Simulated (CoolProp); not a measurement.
A single-stage vapour-compression cycle with hydrogen sulfide: evaporating at 279.15 K (dew point), condensing at 340.15 K (bubble point), superheat 2 K, subcooling 2 K, compressor efficiency 0.6, no pressure losses. Each further row changes one setting.

Computed with CoolProp (reference Helmholtz-energy equation of state, Lemmon 2006). It is a short technical equation, of lower accuracy than the large ones.

```
case                              cooling COP  pressure ratio  discharge temperature (K)  refrigerating effect (kJ/kg)  volumetric capacity (kJ/m³)
--------------------------------  -----------  --------------  -------------------------  ----------------------------  ---------------------------
as stated                                1.91            4.07                      453.5                           315                         6450
evaporating temperature 284.15 K         2.16            3.55                      440.6                           317                         7420
condensing temperature 335.15 K          2.16            3.69                      439.8                             ?                            ?
subcooling 7 K                              ?            4.07                      453.5                           330                         6740
superheat 12 K                              ?            4.07                      470.6                           328                         6370
compressor efficiency 0.5                1.59            4.07                      479.7                           315                         6450
```

Task: Fill in the missing entries.

Result: 
- condensing temperature 335.15 K, refrigerating effect (kJ/kg): 329
- condensing temperature 335.15 K, volumetric capacity (kJ/m³): 6730
- subcooling 7 K, cooling COP: 1.99
- superheat 12 K, cooling COP: 1.88
